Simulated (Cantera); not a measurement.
What does this Cantera script print?

```python
import numpy as np
import cantera as ct

gas_names = """
    Fe H H2 N NH NH2 NH3 N2 N2H2 N2H4
""".split()
cond_names = """
    Fe(a) Fe(c) Fe(d) Fe(L)
""".split()


def load(file, names, dense=False):
    # The tables refer to 1 bar. Condensed volumes are neglected.
    table = {s.name: s for s in ct.Species.list_from_file(file)}
    out = []
    for n in names:
        d = dict(table[n].input_data)
        d["thermo"] = dict(d["thermo"], **{"reference-pressure": 1e5})
        if dense:
            d["equation-of-state"] = {"model": "constant-volume", "density": "1e6 g/cm^3"}
        out.append(ct.Species.from_dict(d))
    return out


gas = ct.Solution(thermo="ideal-gas", species=load("nasa_gas.yaml", gas_names))
cond = {s.name: ct.Solution(thermo="fixed-stoichiometry", species=[s], name=s.name)
        for s in load("nasa_condensed.yaml", cond_names, dense=True)}
atoms = {
    'Fe': {'Fe': 1},
    'NH3': {'N': 1, 'H': 3},
    'H2': {'H': 2},
}
top_T = {}  # K; cautious upper limits of use, not melting points


def equilibrate(T, P, feed):
    n = {}
    for name, mol in feed.items():
        for a, k in atoms[name].items():
            n[a] = n.get(a, 0.0) + k * mol
    gas.TPX = T, P, n
    mass = sum(n.values()) * gas.mean_molecular_weight
    gas.equilibrate("TP")
    valid = [c for c in cond.values() if c.min_temp <= T <= top_T.get(c.name, c.max_temp)]
    mix = ct.Mixture([(gas, mass / gas.mean_molecular_weight)] + [(c, 0.0) for c in valid])
    mix.T, mix.P = T, P
    mix.equilibrate("TP", solver="vcs", rtol=1e-11, max_steps=5000)
    return mix


results = []
feed = {'Fe': 1, 'NH3': 3.1, 'H2': 130}  # mol
P = 74  # Pa
for T in [1098, 1148, 1198, 1248, 1298, 1348, 1398, 1448, 1498, 1548, 1598, 1648, 1698]:
    mix = equilibrate(T, P, feed)
    results.append((T, P, feed, dict(zip(mix.species_names, mix.species_moles))))

top = {s: max(r[3][s] / sum(r[3][g] for g in gas_names) for r in results) for s in gas_names}
cols = sorted((s for s in top if top[s] > 1e-05), key=lambda s: -top[s])[:9]
seen = [c for c in cond_names if any(r[3].get(c, 0) > 1e-12 for r in results)]
print("log10 of partial pressures in bar; condensed amounts in mol")
print(f"{'T/K':>10s}" + "".join(f"{s[:9]:>10s}" for s in cols + seen))
for T, P, feed, n in results:
    ng = sum(n[g] for g in gas_names)
    print(f"{T:10.4g}" + "".join(f"{np.log10(max(n[s] / ng * P / 1e5, 1e-99)):10.3f}" for s in cols)
          + "".join(f"{n.get(c, 0):10.4g}" for c in seen))
```

Result:

```
log10 of partial pressures in bar; condensed amounts in mol
       T/K        H2        N2        Fe         H     Fe(a)     Fe(c)
      1098    -3.136    -5.075   -11.934    -9.175         1         0
      1148    -3.136    -5.075   -11.098    -8.713         1         0
      1198    -3.136    -5.075   -10.334    -8.289         0         1
      1248    -3.136    -5.075    -9.633    -7.899         0         1
      1298    -3.136    -5.075    -8.987    -7.538         0    0.9998
      1348    -3.136    -5.075    -8.390    -7.204         0    0.9992
      1398    -3.136    -5.075    -7.836    -6.893         0    0.9973
      1448    -3.136    -5.075    -7.322    -6.603         0    0.9912
      1498    -3.136    -5.075    -6.842    -6.333         0    0.9735
      1548    -3.136    -5.075    -6.395    -6.080         0    0.9258
      1598    -3.137    -5.076    -5.976    -5.842         0    0.8051
      1648    -3.139    -5.077    -5.584    -5.620         0    0.5174
      1698    -3.141    -5.079    -5.269    -5.410         0         0
```

Equilibrium computed with Cantera from the NASA thermochemical tables; the gas is ideal and each condensed phase is pure.
